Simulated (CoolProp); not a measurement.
Ammonia at 298.15 K and 9.64 MPa flows at 5.5 m/s in a round tube of 100 mm bore and 15 µm roughness, fully developed (64/Re and Nu = 3.66 if laminar; Colebrook and Gnielinski if turbulent). Each further row changes one setting.

Computed with CoolProp (reference Helmholtz-energy equation of state, Gao 2020).

| case | Reynolds number | Darcy friction factor | pressure drop (Pa/m) | heat-transfer coefficient (W/(m² K)) | mass flow (kg/h) |
|---|---|---|---|---|---|
| as stated | 2420000 | 0.0135 | 1250 | 24100 | 95000 |
| velocity 11 m/s | 4840000 | 0.0132 | 4890 | 47400 | 190000 |
| diameter 200 mm | 4840000 | 0.0118 | 545 | 21300 | 380000 |

Viscosity comes from a separate model (Fenghour 1995). Thermal conductivity comes from a separate model (Tufeu 1984).
